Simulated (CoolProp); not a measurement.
R410A at 398.73 K and 0.117 MPa is throttled through a valve to 0.0327 MPa with no heat exchange. Each further row changes one setting.

Computed with CoolProp (reference Helmholtz-energy equation of state, Lemmon 2003). It is a pseudo-pure fit of the blend.

| case | temperature change (K) | final density (kg/m³) |
|---|---|---|
| as stated | … | 0.718 |
| outlet pressure 0.00981 MPa | -0.8 | 0.215 |
| outlet pressure 0.0425 MPa | … | … |

Complete the blanks.


- as stated, temperature change (K): -0.7
- outlet pressure 0.0425 MPa, temperature change (K): -0.6
- outlet pressure 0.0425 MPa, final density (kg/m³): 0.934
